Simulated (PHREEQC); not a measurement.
## Buffer

Dissolve 0.0019 mol/kgw H3PO4 and 4e-05 mol/kgw K2HPO4 at 55 °C. Closed to the air; pH follows from the charge balance.

The numbers come from PHREEQC with the ion-association model, phreeqc.dat.

```yaml
pH: 2.86
ionic_strength: 0.00153 mol/kgw
specific_conductance: 959 µS/cm
total_alkalinity: -1.86 meq/kg
```

```json
[
 {"species": "H2PO4-", "molality": "0.00153", "activity": "0.00146", "log γ": "-0.020"},
 {"species": "H+", "molality": "0.00145", "activity": "0.00139", "log γ": "-0.019"},
 {"species": "H3PO4", "molality": "0.000412", "activity": "0.000412", "log γ": "0.000"},
 {"species": "K+", "molality": "8.00e-5", "activity": "7.64e-5", "log γ": "-0.020"},
 {"species": "HPO4-2", "molality": "9.14e-8", "activity": "7.62e-8", "log γ": "-0.079"}
]
```

This is a speciation only: nothing precipitates in the calculation. Constants without temperature data keep their 25 °C values here.
